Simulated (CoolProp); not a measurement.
Vapour-liquid equilibrium of cyclohexane (1) + o-xylene (2) at 443.1 K; x and y are mole fractions of (1).

Computed with CoolProp (multi-fluid Helmholtz-energy mixture model, Zhou 2014 and Zhou 2012; pair parameters Bell 2016).

```csv
x,"bubble pressure, mixture model (bar)","bubble pressure, Raoult's law (bar)","y, mixture model","y, Raoult's law"
0.05,2.299,2.215,0.200,0.183
0.125,2.865,2.679,0.395,0.377
0.2,3.404,3.142,0.523,0.515
0.275,3.914,3.606,…,0.617
0.35,4.397,4.070,0.683,0.696
0.425,4.857,4.533,…,0.758
0.5,…,4.997,0.783,0.809
0.575,5.723,5.461,0.822,0.852
0.65,6.138,5.924,0.857,0.887
0.725,6.549,6.388,0.889,0.918
0.8,6.959,6.852,0.919,0.944
0.875,7.374,7.315,0.949,0.967
0.95,7.798,7.779,0.980,0.988
```

Q: Complete the blanks.

A: 
- 0.275, y, mixture model: 0.614
- 0.425, y, mixture model: 0.737
- 0.5, bubble pressure, mixture model (bar): 5.298

The largest gap from Raoult's law is +8.5 % in bubble pressure, at x = 0.275. No azeotrope shows between x = 0.05 and 0.95.

The pair parameters rest on a limited set of measurements; away from them the model extrapolates.
